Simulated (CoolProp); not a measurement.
Vapour-liquid equilibrium of p-xylene (1) + n-decane (2) at 0.00604 bar; x and y are mole fractions of (1).

Model: multi-fluid Helmholtz-energy mixture model, Zhou 2012 and Lemmon 2006; pair parameters Bell 2016, in CoolProp.

```json
[
 {"x": "0.05", "bubble temperature, mixture model (°C)": "39.5", "bubble temperature, Raoult's law (°C)": "40.2", "y, mixture model": "0.258", "y, Raoult's law": "0.223"},
 {"x": "0.15", "bubble temperature, mixture model (°C)": "33.4", "bubble temperature, Raoult's law (°C)": "34.9", "y, mixture model": "0.546", "y, Raoult's law": "0.504"},
 {"x": "0.25", "bubble temperature, mixture model (°C)": "29.1", "bubble temperature, Raoult's law (°C)": "30.6", "y, mixture model": "0.697", "y, Raoult's law": "0.668"},
 {"x": "0.35", "bubble temperature, mixture model (°C)": "25.8", "bubble temperature, Raoult's law (°C)": "27.2", "y, mixture model": "0.787", "y, Raoult's law": "0.772"},
 {"x": "0.45", "bubble temperature, mixture model (°C)": "23.1", "bubble temperature, Raoult's law (°C)": "24.3", "y, mixture model": "0.847", "y, Raoult's law": "0.842"},
 {"x": "0.55", "bubble temperature, mixture model (°C)": "21.0", "bubble temperature, Raoult's law (°C)": "21.8", "y, mixture model": "0.890", "y, Raoult's law": "0.891"},
 {"x": "0.65", "bubble temperature, mixture model (°C)": "19.1", "bubble temperature, Raoult's law (°C)": "19.7", "y, mixture model": "0.923", "y, Raoult's law": "0.928"},
 {"x": "0.75", "bubble temperature, mixture model (°C)": "17.5", "bubble temperature, Raoult's law (°C)": "17.8", "y, mixture model": "0.949", "y, Raoult's law": "0.955"},
 {"x": "0.85", "bubble temperature, mixture model (°C)": "16.0", "bubble temperature, Raoult's law (°C)": "16.1", "y, mixture model": "0.972", "y, Raoult's law": "0.976"},
 {"x": "0.95", "bubble temperature, mixture model (°C)": "14.6", "bubble temperature, Raoult's law (°C)": "14.6", "y, mixture model": "0.991", "y, Raoult's law": "0.993"}
]
```

The largest gap from Raoult's law is -1.5 K in bubble temperature, at x = 0.25. No azeotrope shows between x = 0.05 and 0.95.

The pair parameters rest on a limited set of measurements; away from them the model extrapolates.
